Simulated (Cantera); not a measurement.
# Adiabatic ignition

An adiabatic, constant-volume homogeneous reactor starts with 39.7 % H₂, 11.0 % O₂, 41.3 % N₂, 7.94 % H₂O, at 1325 K and 170000 Pa.

Cantera simulation using GRI-Mech 3.0 (53 species, 325 reactions); the numbers are that mechanism's predictions, not measurements.

```json
[
 {"t (s)": "4.00e-6", "T (K)": "1325", "P (bar)": "1.70", "x H₂": "0.397", "x O₂": "0.110", "x H₂O": "0.0794", "x NO": "<1e-12", "x H₂O₂": "5.86e-9", "x OH": "5.44e-8", "x N₂O": "<1e-12"},
 {"t (s)": "1.66e-5", "T (K)": "1429", "P (bar)": "1.82", "x H₂": "0.356", "x O₂": "0.0933", "x H₂O": "0.112", "x NO": "2.94e-8", "x H₂O₂": "2.52e-6", "x OH": "0.00163", "x N₂O": "3.59e-9"},
 {"t (s)": "6.88e-5", "T (K)": "2865", "P (bar)": "3.34", "x H₂": "0.190", "x O₂": "0.000701", "x H₂O": "0.315", "x NO": "0.000194", "x H₂O₂": "2.16e-7", "x OH": "0.0126", "x N₂O": "1.02e-7"},
 {"t (s)": "0.000285", "T (K)": "2868", "P (bar)": "3.34", "x H₂": "0.191", "x O₂": "0.000654", "x H₂O": "0.315", "x NO": "0.000847", "x H₂O₂": "2.07e-7", "x OH": "0.0122", "x N₂O": "1.10e-7"},
 {"t (s)": "0.00118", "T (K)": "2864", "P (bar)": "3.34", "x H₂": "0.192", "x O₂": "0.000631", "x H₂O": "0.315", "x NO": "0.00164", "x H₂O₂": "2.02e-7", "x OH": "0.0120", "x N₂O": "1.29e-7"},
 {"t (s)": "0.00490", "T (K)": "2864", "P (bar)": "3.34", "x H₂": "0.192", "x O₂": "0.000630", "x H₂O": "0.315", "x NO": "0.00168", "x H₂O₂": "2.02e-7", "x OH": "0.0120", "x N₂O": "1.31e-7"},
 {"t (s)": "0.0203", "T (K)": "2864", "P (bar)": "3.34", "x H₂": "0.192", "x O₂": "0.000630", "x H₂O": "0.315", "x NO": "0.00168", "x H₂O₂": "2.02e-7", "x OH": "0.0120", "x N₂O": "1.31e-7"},
 {"t (s)": "0.0842", "T (K)": "2864", "P (bar)": "3.34", "x H₂": "0.192", "x O₂": "0.000630", "x H₂O": "0.315", "x NO": "0.00168", "x H₂O₂": "2.02e-7", "x OH": "0.0120", "x N₂O": "1.31e-7"},
 {"t (s)": "0.349", "T (K)": "2864", "P (bar)": "3.34", "x H₂": "0.192", "x O₂": "0.000630", "x H₂O": "0.315", "x NO": "0.00168", "x H₂O₂": "2.02e-7", "x OH": "0.0120", "x N₂O": "1.31e-7"},
 {"t (s)": "1.45", "T (K)": "2864", "P (bar)": "3.34", "x H₂": "0.192", "x O₂": "0.000630", "x H₂O": "0.315", "x NO": "0.00168", "x H₂O₂": "2.02e-7", "x OH": "0.0120", "x N₂O": "1.31e-7"},
 {"t (s)": "6.00", "T (K)": "2864", "P (bar)": "3.34", "x H₂": "0.192", "x O₂": "0.000630", "x H₂O": "0.315", "x NO": "0.00168", "x H₂O₂": "2.02e-7", "x OH": "0.0120", "x N₂O": "1.31e-7"}
]
```
x: mole fraction; the columns are a selection and need not sum to one.

* **time of steepest temperature rise**: 18.0 µs
* **temperature at 6.00 s**: 2864 K
* **equilibrium temperature**: 2864 K
* **x(H₂) at 6.00 s**: 0.192 (gas-phase equilibrium 0.192)
* **x(O₂) at 6.00 s**: 0.000630 (gas-phase equilibrium 0.000630)
* **x(H₂O) at 6.00 s**: 0.315 (gas-phase equilibrium 0.315)
